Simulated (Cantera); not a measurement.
An adiabatic, constant-pressure homogeneous reactor starts with CH4 : O2 : N2 : CO2 = 1 : 0.8 : 3.01 : 1.4 (molar parts), at 1400 K and 3.40 bar. Integrator tolerance rtol = 1e-08.

Computed with Cantera and GRI-Mech 3.0 (53 species, 325 reactions).

Question: What does this change do: 0.19 parts H2O added?

Answer: 
| quantity | before | after |
|---|---|---|
| time of steepest temperature rise | 3.46 ms | 3.74 ms |
| temperature at 3.00 s | 1917 K | 1905 K |
| equilibrium temperature | 1917 K | 1905 K |
| x(CH4) at 3.00 s | 1.07e-9 (gas-phase equilibrium 1.17e-9) | 1.10e-9 (gas-phase equilibrium 1.21e-9) |
| x(O2) at 3.00 s | 2.19e-8 (gas-phase equilibrium 2.19e-8) | 2.03e-8 (gas-phase equilibrium 2.03e-8) |
| x(CO2) at 3.00 s | 0.0962 (gas-phase equilibrium 0.0962) | 0.0987 (gas-phase equilibrium 0.0987) |
| x(H2) at 3.00 s | 0.0962 (gas-phase equilibrium 0.0962) | 0.0986 (gas-phase equilibrium 0.0986) |
| x(NO) at 3.00 s | 2.24e-6 (gas-phase equilibrium 1.41e-6) | 2.15e-6 (gas-phase equilibrium 1.29e-6) |
| x(CH2CO) at 3.00 s | <1e-12 (gas-phase equilibrium <1e-12) | <1e-12 (gas-phase equilibrium <1e-12) |
| x(CO) at 3.00 s | 0.228 (gas-phase equilibrium 0.228) | 0.217 (gas-phase equilibrium 0.217) |

Question: What does this change do: constant volume in place of constant pressure?

Answer: 
```
quantity                                                            before                                      after
---------------------------------  ---------------------------------------  -----------------------------------------
time of steepest temperature rise                                  3.46 ms                                    3.14 ms
temperature at 3.00 s                                               1917 K                                     2101 K
equilibrium temperature                                             1917 K                                     2101 K
x(CH4) at 3.00 s                   1.07e-9 (gas-phase equilibrium 1.17e-9)  8.75e-10 (gas-phase equilibrium 9.60e-10)
x(O2) at 3.00 s                    2.19e-8 (gas-phase equilibrium 2.19e-8)    2.24e-7 (gas-phase equilibrium 2.24e-7)
x(CO2) at 3.00 s                     0.0962 (gas-phase equilibrium 0.0962)      0.0916 (gas-phase equilibrium 0.0916)
x(H2) at 3.00 s                      0.0962 (gas-phase equilibrium 0.0962)      0.0915 (gas-phase equilibrium 0.0915)
x(NO) at 3.00 s                    2.24e-6 (gas-phase equilibrium 1.41e-6)    7.42e-6 (gas-phase equilibrium 7.42e-6)
x(CH2CO) at 3.00 s                   <1e-12 (gas-phase equilibrium <1e-12)  1.30e-12 (gas-phase equilibrium 1.42e-12)
x(CO) at 3.00 s                        0.228 (gas-phase equilibrium 0.228)        0.232 (gas-phase equilibrium 0.232)
```
